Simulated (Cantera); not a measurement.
Feed: 1 mol Cu, 2.3 mol HF, held at 750 °C and 1.58 Torr.

These are equilibrium values from Cantera (NASA tables, ideal gas, pure condensed phases), not measurements of a reactor. Candidate condensed phases: Cu, CuF2; 15 gas species. The numbers say what is thermodynamically allowed, not how fast it happens.

Q: What is the equilibrium state?

A: 
| Property | Value |
|---|---|
| x(HF) | 1.000 |
| x(CuF) | 1.02e-5 |
| x(H2) | 5.10e-6 |
| n(Cu(s)) | 1.000 mol |
| gas amount | 2.300 mol |
| log10 activity of CuF2(s) (absent) | -6.15 |
